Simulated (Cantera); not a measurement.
Input (Python, Cantera) and output of one run.

```python
import numpy as np
import cantera as ct

gas_names = """
    Cu CuO Cu2 H HNO HNO2 HNO3 HO2 H2 H2O H2O2 N NH NH2 NH3 NH2OH NO NO2 NO3 N2 N2H2 N2H4 N2O O OH O2 O3
""".split()
cond_names = """
    Cu(cr) Cu(L) CuO(s) CuO2H2(s) Cu2O(s) Cu2O(L) H2O(s) H2O(L)
""".split()


# ... load() reads the species with a 1 bar reference pressure and builds the phases ...
atoms = {
    'Cu2O': {'Cu': 2, 'O': 1},
    'H2': {'H': 2},
    'N2': {'N': 2},
}
top_T = {'CuO(s)': 1390}  # K; cautious upper limits of use, not melting points


# ... equilibrate(T, P, feed) seeds the gas with the atoms and calls Mixture.equilibrate('TP', solver="vcs", rtol=1e-11, max_steps=5000) ...
results = []
T = 1023.15  # K
P = 25000  # Pa
for m in [100, 310, 510, 710, 920, 1100, 1300, 1500, 1700, 1900, 2100, 2300]:
    feed = {'Cu2O': 1, 'H2': m, 'N2': 39}  # mol
    mix = equilibrate(T, P, feed)
    results.append((T, P, feed, dict(zip(mix.species_names, mix.species_moles))))

top = {s: max(r[3][s] / sum(r[3][g] for g in gas_names) for r in results) for s in gas_names}
cols = sorted((s for s in top if top[s] > 1e-05), key=lambda s: -top[s])[:8]
seen = [c for c in cond_names if any(r[3].get(c, 0) > 1e-12 for r in results)]
print("log10 of partial pressures in bar; condensed amounts in mol")
print(f"{'n(H2)':>10s}" + "".join(f"{s[:9]:>10s}" for s in cols + seen))
for T, P, feed, n in results:
    ng = sum(n[g] for g in gas_names)
    print(f"{feed['H2']:10.4g}" + "".join(f"{np.log10(max(n[s] / ng * P / 1e5, 1e-99)):10.3f}" for s in cols)
          + "".join(f"{n.get(c, 0):10.4g}" for c in seen))
```

Output:

```
log10 of partial pressures in bar; condensed amounts in mol
     n(H2)        H2        N2       H2O       NH3    Cu(cr)
       100    -0.749    -1.154    -2.745    -5.001         2
       310    -0.655    -1.554    -3.145    -5.060         2
       510    -0.635    -1.751    -3.342    -5.128         2
       710    -0.626    -1.886    -3.477    -5.182         2
       920    -0.621    -1.993    -3.584    -5.228         2
      1100    -0.618    -2.068    -3.659    -5.260         2
      1300    -0.615    -2.138    -3.729    -5.292         2
      1500    -0.614    -2.198    -3.789    -5.320         2
      1700    -0.612    -2.251    -3.842    -5.344         2
      1900    -0.611    -2.299    -3.890    -5.366         2
      2100    -0.610    -2.341    -3.932    -5.386         2
      2300    -0.610    -2.380    -3.971    -5.405         2
```

Method: chemical equilibrium by Gibbs-energy minimisation in Cantera with the NASA 1993 tables (ideal gas, pure condensed phases).
